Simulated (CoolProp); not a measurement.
Vapour-liquid equilibrium of R125 (1) + R227EA (2) at 286.5 K; x and y are mole fractions of (1).

Values from CoolProp's multi-fluid Helmholtz-energy mixture model, Lemmon 2005 and Lemmon 2016; pair parameters Bell 2016.

```csv
x,bubble pressure (kPa),y at the bubble point,dew pressure at overall composition x (kPa),liquid density (mol/L)
0.05,[?],0.125,[?],8.530
0.2,439.3,0.402,365.6,8.805
0.35,537.9,0.589,[?],9.091
0.5,639.4,0.723,486.2,[?]
0.65,743.5,0.826,580.1,9.694
0.8,[?],0.909,714.3,10.01
0.95,962.7,0.979,914.2,10.34
```

Task: Fill in the missing entries.

Result: 
- 0.05, bubble pressure (kPa): 344.0
- 0.05, dew pressure at overall composition x (kPa): 324.9
- 0.35, dew pressure at overall composition x (kPa): 417.7
- 0.5, liquid density (mol/L): 9.387
- 0.8, bubble pressure (kPa): 851.0

No azeotrope shows between x = 0.05 and 0.95.

Pair parameters are fitted to limited data, so mixtures are less certain than the pure fluids.
